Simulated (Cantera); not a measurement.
A perfectly stirred reactor is fed with 40.4 % CH4, 56.6 % CO2, 2.95 % H2, at 100.0 Torr; it is held at 2048 K, and followed from long to short residence time.

Model: GRI-Mech 3.0 (53 species, 325 reactions), integrated in Cantera.

Problem. Predict: x(CH4) at τ = 0.430 s; x(CO2) at τ = 0.430 s; x(H2) at τ = 0.430 s; x(CO) at τ = 0.430 s; x(C2H6) at τ = 0.430 s; x(CH4) at τ = 15.0 ms; x(CO2) at τ = 15.0 ms; x(H2) at τ = 15.0 ms; x(CO) at τ = 15.0 ms; x(C2H6) at τ = 15.0 ms.

Solution. 
```json
{
  "x(CH4) at τ = 0.430 s": "0.00331",
  "x(CO2) at τ = 0.430 s": "0.0249",
  "x(H2) at τ = 0.430 s": "0.373",
  "x(CO) at τ = 0.430 s": "0.505",
  "x(C2H6) at τ = 0.430 s": "2.37e-7",
  "x(CH4) at τ = 15.0 ms": "0.0234",
  "x(CO2) at τ = 15.0 ms": "0.103",
  "x(H2) at τ = 15.0 ms": "0.250",
  "x(CO) at τ = 15.0 ms": "0.365",
  "x(C2H6) at τ = 15.0 ms": "8.79e-6"
}
```
